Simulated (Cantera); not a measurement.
A freely propagating, adiabatic, planar premixed flame of H₂ : O₂ : N₂ : H₂O = 1 : 0.746 : 3.66 : 1.1 (molar parts), unburnt at 500 K and 0.987 atm; mixture-averaged transport, grid criteria slope 0.08 and curve 0.16, no radiation.

Model: the H2/O2 subset of GRI-Mech 3.0, which has no nitrogen chemistry, integrated in Cantera. Burning velocities carry a grid error of a few per cent, more on coarse grids. Lean hydrogen flames are cellular in practice and burn faster than this planar one.

Problem. How do the results move with these cheaper or finer settings: unity-Lewis-number transport; multicomponent transport; multicomponent+Soret transport; grid criteria slope 0.5, curve 1; grid criteria slope 0.25, curve 0.5; grid criteria slope 0.03, curve 0.06?

Solution. 
```csv
setting,laminar burning velocity,thermal thickness,peak x(O),peak x(H₂O₂),grid points
as above,64.2 cm/s,0.579 mm,0.00121,7.56e-5,99
unity-Lewis-number transport,106 cm/s,0.367 mm,0.00253,2.70e-5,109
multicomponent transport,67.2 cm/s,0.570 mm,0.00126,7.39e-5,101
multicomponent+Soret transport,61.6 cm/s,0.591 mm,0.00119,7.50e-5,100
"grid criteria slope 0.5, curve 1",67.4 cm/s,0.697 mm,0.00114,9.23e-5,27
"grid criteria slope 0.25, curve 0.5",62.7 cm/s,0.614 mm,0.00115,8.27e-5,49
"grid criteria slope 0.03, curve 0.06",67.3 cm/s,0.555 mm,0.00130,7.42e-5,252
```
Unity Lewis numbers drop preferential diffusion, which matters most where H2 and H carry the flame; Soret adds thermal diffusion.
